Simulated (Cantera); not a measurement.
## Thermodynamics of chlorosilane synthesis and conversion, feed Si + HCl + H2

Charge: 1 mol Si, 1.3 mol HCl, 5.2 mol H2, at 75.0 Torr.

These are equilibrium values from Cantera (NASA tables, ideal gas, pure condensed phases), not measurements of a reactor. Candidate condensed phases: Si; 19 gas species. The tables' values for SiCl3, SiCl are old estimates; treat these amounts as uncertain. Gases not in the tables: Si2H6 and higher silanes. The numbers say what is thermodynamically allowed, not how fast it happens.

```
T (°C)   x H2  x HCl  x SiCl2  x SiCl3  n Si(s)  n Si(l)
------  -----  -----  -------  -------  -------  -------
1277    0.850  0.104   0.0423  0.00275    0.701        0
1302    0.849  0.104   0.0432  0.00243    0.699        0
1327    0.849  0.104   0.0439  0.00214    0.697        0
1352    0.849  0.104   0.0445  0.00189    0.695        0
1377    0.849  0.104   0.0451  0.00167    0.694        0
1402    0.849  0.104   0.0456  0.00148    0.692        0
1427    0.848  0.104   0.0457  0.00131        0    0.693
```
x: gas mole fraction; n: condensed amount in mol.

From 1277 °C to 1402 °C the condensed part is Si(s). At 1427 °C the condensed part is Si(l). The main Si-bearing gas is SiCl2 throughout.
